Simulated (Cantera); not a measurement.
Reactions in the system H-O-V

Standard-state values (1 bar) from the NASA 1993 polynomials, evaluated with Cantera. Values are per mole of reaction as written; species without (g) are pure solids or liquids, kept so even where they would boil at 1 bar.

3 V₂O₅ → 3 V₂O₃ + 2 O₃(g)

```csv
T (K),ΔH° (kJ),ΔS° (J/K),ΔG° (kJ),log10 K,condensed phases
2300,1105.6,165.9,724.1,-16.45,"V₂O₅(l), V₂O₃(s)"
2325,1108.6,167.2,720.0,-16.18,"V₂O₅(l), V₂O₃(s)"
2350,1462.4,318.4,714.3,-15.88,"V₂O₅(l), V₂O₃(l)"
2375,1463.8,318.9,706.3,-15.53,"V₂O₅(l), V₂O₃(l)"
2400,1465.1,319.5,698.3,-15.20,"V₂O₅(l), V₂O₃(l)"
```

V₂O₄ + 8 H(g) → 2 V + 4 H₂O(g)

```csv
T (K),ΔH° (kJ),ΔS° (J/K),ΔG° (kJ),log10 K
2300,-1546.6,-479.9,-442.8,10.06
2325,-1548.4,-480.7,-430.8,9.68
2350,-1550.2,-481.5,-418.7,9.31
2375,-1552.0,-482.2,-406.7,8.94
2400,-1553.8,-483.0,-394.6,8.59
```
